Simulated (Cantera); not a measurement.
Gas-phase reforming

An isothermal, constant-pressure homogeneous reactor starts with CH4 : H2O = 1 : 1.8 (molar parts), at 1448 K and 0.350 bar.

Detailed kinetics in Cantera: GRI-Mech 3.0 (53 species, 325 reactions).

```
t (s)      x CH4  x H2O      x CO       x O    x C2H4
--------  ------  -----  --------  --------  --------
6.00e-6    0.357  0.643    <1e-12    <1e-12    <1e-12
1.90e-5    0.357  0.643    <1e-12    <1e-12  1.74e-11
6.00e-5    0.357  0.643    <1e-12    <1e-12  6.65e-10
0.000190   0.357  0.643    <1e-12    <1e-12   2.18e-8
0.000600   0.357  0.643  6.57e-11    <1e-12   5.89e-7
0.00190    0.357  0.643   5.57e-9  1.82e-12   8.03e-6
0.00600    0.356  0.643   1.69e-7  3.53e-12   6.44e-5
0.0190     0.354  0.642   3.70e-6  7.33e-12  0.000515
0.0600     0.346  0.640   4.17e-5  9.62e-12   0.00254
0.190      0.320  0.627  0.000222  6.87e-12   0.00379
0.600      0.263  0.598   0.00111  3.81e-12   0.00266
1.90       0.173  0.547   0.00489  2.14e-12   0.00299
6.00      0.0878  0.474    0.0178  1.65e-12   0.00463
19.0      0.0554  0.376    0.0540  1.60e-12   0.00450
60.0      0.0427  0.274     0.109  1.52e-12   0.00257
```
x: mole fraction; the columns are a selection and need not sum to one.

Equilibrium at this temperature and pressure: CH4 3.45e-7, H2O 0.148, CO 0.190, O 1.20e-12, C2H4 <1e-12 (gas phase only).
